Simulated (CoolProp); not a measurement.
The fluid at 406.19 K and 8.18 MPa (stagnation) flows isentropically through a choked orifice. The same conditions are run with several fluids, on thermodynamics alone (safety and materials aside).

Values from CoolProp's reference Helmholtz-energy equation of state of each fluid (R124: de Vries 1995; carbon monoxide: Lemmon 2006; CH3F (R41): Lemmon 2006; methane: Setzmann 1991).

Question: Rank R124, carbon monoxide, CH3F (R41), methane by throat to inlet pressure ratio, highest first.

Answer: CH3F (R41) (0.558), methane (0.544), carbon monoxide (0.518), R124 (0.411)

```csv
fluid,mass flux (kg/(m² s)),throat temperature (K)
R124,82300,391.4
carbon monoxide,16200,335.5
CH3F (R41),19500,356.3
methane,12100,354.4
```
